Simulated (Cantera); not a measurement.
A perfectly stirred reactor is fed with 12.2 % NH₃, 87.8 % N₂, at 0.0132 atm; it is held at 2150 K, and followed from long to short residence time.

Model: the gas-phase N/H chemistry of the illustrative SiF4/NH3 mechanism in the Surface Chemkin manual (1991), integrated in Cantera. Walls and surfaces, which speed up NH3 decomposition in real reactors, are not modelled.

One state of this run: x NH₃ = 0.0427; x N₂H₂ = 7.80e-7; x N₂ = 0.851; x NH₂ = 0.000404; x NH = 2.77e-5; x H = 0.000332; x N = 4.96e-6. x: mole fraction; the columns are a selection and need not sum to one.

Which value of τ (s) does it belong to?
A. 0.58
B. 2.4
C. 0.034
D. 1.2

A, 0.58
